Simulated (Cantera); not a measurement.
A Cantera script and what it prints.

```python
import numpy as np
import cantera as ct

gas_names = [...]  # 151 gases of nasa_gas.yaml made of C, H, N, O, Si
cond_names = """
    C(gr) C6H6(L) C7H8(L) C8H18(L),n-octa H2O(s) H2O(L) Si(cr) Si(L) SiC(b) SiO2(Lqz) SiO2(hqz) SiO2(L)
    Si2N2O(s) Si3N4(a)
""".split()


# ... load() reads the species with a 1 bar reference pressure and builds the phases ...
atoms = {
    'SiC': {'Si': 1, 'C': 1},
    'O2': {'O': 2},
    'N2': {'N': 2},
    'H2O': {'H': 2, 'O': 1},
}
top_T = {'C(gr)': 4500, 'SiC(b)': 3050, 'Si2N2O(s)': 2100, 'Si3N4(a)': 2400}  # K; cautious upper limits of use, not melting points


# ... equilibrate(T, P, feed) seeds the gas with the atoms and calls Mixture.equilibrate('TP', solver="vcs", rtol=1e-11, max_steps=5000) ...
results = []
T = 1600  # K
P = 1.8  # Pa
for m in [0.35, 0.46, 0.6, 0.79, 1, 1.4, 1.8, 2.3, 3.1]:
    feed = {'SiC': 1, 'O2': 0.22, 'N2': 61, 'H2O': m}  # mol
    mix = equilibrate(T, P, feed)
    results.append((T, P, feed, dict(zip(mix.species_names, mix.species_moles))))

top = {s: max(r[3][s] / sum(r[3][g] for g in gas_names) for r in results) for s in gas_names}
cols = sorted((s for s in top if top[s] > 1e-05), key=lambda s: -top[s])[:8]
seen = [c for c in cond_names if any(r[3].get(c, 0) > 1e-12 for r in results)]
print("log10 of partial pressures in bar; condensed amounts in mol")
print(f"{'n(H2O)':>10s}" + "".join(f"{s[:9]:>10s}" for s in cols + seen))
for T, P, feed, n in results:
    ng = sum(n[g] for g in gas_names)
    print(f"{feed['H2O']:10.4g}" + "".join(f"{np.log10(max(n[s] / ng * P / 1e5, 1e-99)):10.3f}" for s in cols)
          + "".join(f"{n.get(c, 0):10.4g}" for c in seen))
```

Result:

```
log10 of partial pressures in bar; condensed amounts in mol
    n(H2O)        N2        H2        CO       SiO       H2O         H       CO2        Si    SiC(b) SiO2(hqz)
      0.35    -4.753    -7.032    -6.910    -6.977   -15.765    -7.781   -16.121    -7.754    0.5738         0
      0.46    -4.755    -6.910    -6.858    -6.918   -15.588    -7.720   -16.014    -7.750    0.5183         0
       0.6    -4.757    -6.793    -6.801    -6.853   -15.410    -7.661   -15.896    -7.747    0.4479         0
      0.79    -4.760    -6.672    -6.734    -6.779   -15.219    -7.601   -15.759    -7.743    0.3524         0
         1    -4.763    -6.570    -6.672    -6.710   -15.051    -7.550   -15.630    -7.740    0.2469         0
       1.4    -4.768    -6.426    -6.574    -6.605   -14.806    -7.478   -15.432    -7.736   0.04605         0
       1.8    -4.771    -6.358    -6.570    -6.580    -7.368    -7.443    -8.059   -15.080         0   0.05352
       2.3    -4.772    -6.271    -6.579    -6.776    -7.087    -7.400    -7.872   -15.471         0    0.3947
       3.1    -4.775    -6.201    -6.605    -7.096    -6.696    -7.365    -7.577   -16.112         0    0.7085
```

Cantera equilibrium calculation (NASA polynomials, part measured and part estimated; ideal gas, pure solids and liquids). The tables hold silica as quartz up to 1696 K and as liquid above; real silica turns to tridymite and cristobalite and melts near 1996 K.
